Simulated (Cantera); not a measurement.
**Adiabatic ignition**

An adiabatic, constant-pressure homogeneous reactor starts with 6.08 % CH3OH, 17.9 % O2, 67.5 % N2, 8.52 % H2, equivalence ratio 0.75, at 1173 K and 1.01 bar.

Computed with Cantera and GRI-Mech 3.0 (53 species, 325 reactions). GRI-Mech 3.0 was tuned for natural gas; its chemistry of methanol as a main component is partial and can be far from experiment.

| t (s) | T (K) | x CH3OH | x O2 | x HCO | x CO | x CH2 | x CH2O |
|---|---|---|---|---|---|---|---|
| 5.00e-6 | 1173 | 0.0608 | 0.179 | <1e-12 | 1.29e-9 | 1.48e-11 | 1.30e-8 |
| 1.07e-5 | 1173 | 0.0608 | 0.179 | <1e-12 | 2.75e-9 | 1.48e-11 | 3.05e-8 |
| 2.27e-5 | 1173 | 0.0608 | 0.179 | <1e-12 | 5.88e-9 | 1.48e-11 | 7.09e-8 |
| 4.84e-5 | 1173 | 0.0608 | 0.179 | <1e-12 | 1.26e-8 | 1.48e-11 | 1.65e-7 |
| 0.000103 | 1173 | 0.0608 | 0.179 | <1e-12 | 2.68e-8 | 1.48e-11 | 3.82e-7 |
| 0.000220 | 1173 | 0.0608 | 0.179 | <1e-12 | 5.76e-8 | 1.48e-11 | 8.88e-7 |
| 0.000469 | 1173 | 0.0608 | 0.179 | <1e-12 | 1.25e-7 | 1.48e-11 | 2.21e-6 |
| 0.00100 | 1173 | 0.0608 | 0.179 | 2.77e-12 | 2.81e-7 | 1.48e-11 | 6.73e-6 |
| 0.00213 | 1173 | 0.0608 | 0.179 | 2.19e-11 | 8.14e-7 | 1.49e-11 | 3.26e-5 |
| 0.00454 | 1174 | 0.0604 | 0.179 | 1.04e-9 | 1.59e-5 | 1.52e-11 | 0.000427 |
| 0.00969 | 2527 | <1e-12 | 0.0472 | 3.01e-9 | 0.00993 | <1e-12 | 2.41e-11 |
| 0.0206 | 2520 | <1e-12 | 0.0444 | 2.91e-9 | 0.00984 | <1e-12 | 2.38e-11 |
| 0.0440 | 2516 | <1e-12 | 0.0432 | 2.86e-9 | 0.00980 | <1e-12 | 2.36e-11 |
| 0.0938 | 2516 | <1e-12 | 0.0432 | 2.86e-9 | 0.00980 | <1e-12 | 2.36e-11 |
| 0.200 | 2516 | <1e-12 | 0.0432 | 2.86e-9 | 0.00980 | <1e-12 | 2.36e-11 |
x: mole fraction; the columns are a selection and need not sum to one.

- time of steepest temperature rise = 8.08 ms
- temperature at 0.200 s = 2516 K
- equilibrium temperature = 2516 K
- x(CH3OH) at 0.200 s = <1e-12 (gas-phase equilibrium <1e-12)
- x(O2) at 0.200 s = 0.0432 (gas-phase equilibrium 0.0432)
- x(HCO) at 0.200 s = 2.86e-9 (gas-phase equilibrium 2.86e-9)
